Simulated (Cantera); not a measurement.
Mixture: C3H8 : O2 : N2 = 1 : 4.55 : 17.1 (molar parts), at 9000 Torr, adiabatic and at constant volume. Ignition delay is the time to a rise of 400 K.

Computed with Cantera and GRI-Mech 3.0 (53 species, 325 reactions). GRI-Mech 3.0 was tuned for natural gas; its chemistry of propane as a main component is partial and can be far from experiment. The pressure lies above the range GRI-Mech 3.0 was tuned for (to about 10 atm).

Question: What does this change do: pressure from 9000 Torr to 3750 Torr?

Answer: 
```tsv
quantity	before	after
delay at 1150 K	3.52 ms	6.81 ms
delay at 1350 K	0.115 ms	0.186 ms
delay at 1550 K	9.77 µs	16.4 µs
delay at 1750 K	2.12 µs	3.91 µs
delay at 1950 K	0.842 µs	1.67 µs
apparent activation energy between 1750 and 1950 K	130 kJ/mol	120 kJ/mol
```
